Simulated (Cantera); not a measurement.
Input: 1 mol Al(CH₃)₃, 3.9 mol N₂, a varied amount of H₂, held at 1948 K and 64.0 Pa.

Method: chemical equilibrium by Gibbs-energy minimisation in Cantera with the NASA 1993 tables (ideal gas, pure condensed phases). Candidate condensed phases: Al, AlN, C, C₆H₆, C₇H₈, C₈H₁₈; 97 gas species. The feed counts by its element totals alone. The numbers say what is thermodynamically allowed, not how fast it happens.

log p: log10 of the partial pressure in bar; n: condensed amount in mol.

```csv
n(H₂) (mol),log p H₂,log p H,log p N₂,log p Al,log p HCN,log p C₂H₂ (acetylene),log p HNC,n C(graphite)
100,-3.23,-4.56,-4.67,-5.25,-5.87,-6.50,-7.16,2.64
170,-3.23,-4.56,-4.88,-5.46,-5.98,-6.49,-7.27,2.50
250,-3.22,-4.56,[?],[?],[?],-6.49,[?],2.35
320,-3.22,-4.56,-5.15,-5.72,-6.11,-6.49,-7.40,2.23
390,-3.22,-4.56,-5.24,-5.81,-6.15,-6.49,-7.44,2.11
470,-3.22,-4.56,-5.32,-5.89,-6.19,-6.49,-7.48,1.98
540,-3.22,-4.56,-5.38,-5.95,-6.22,-6.49,-7.51,1.87
610,-3.22,-4.56,-5.44,-6.00,-6.25,-6.49,-7.54,1.77
690,-3.22,-4.56,-5.49,-6.05,-6.28,-6.49,-7.57,1.65
```

What belongs in the gaps?


- 250, log p N₂: -5.05
- 250, log p Al: -5.62
- 250, log p HCN: -6.06
- 250, log p HNC: -7.35
